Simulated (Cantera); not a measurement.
A perfectly stirred reactor is fed with CH4 : N2 : H2O = 1 : 43 : 1.9 (molar parts), at 1.00 bar; it is held at 1875 K, and followed from long to short residence time.

Model: GRI-Mech 3.0 (53 species, 325 reactions), integrated in Cantera.

One state of this run: x CH4 = 0.0210; x H = 5.18e-6; x HCN = 6.22e-9; x C2H2 = 2.93e-5; x C2H4 = 0.000118; x C2H = 5.12e-10; x H2 = 0.000591. x: mole fraction; the columns are a selection and need not sum to one.

Problem. Which value of τ (s) does it belong to?
(A) 0.00051
(B) 0.00011
(C) 0.21
(D) 0.0023

Solution. B, 0.00011
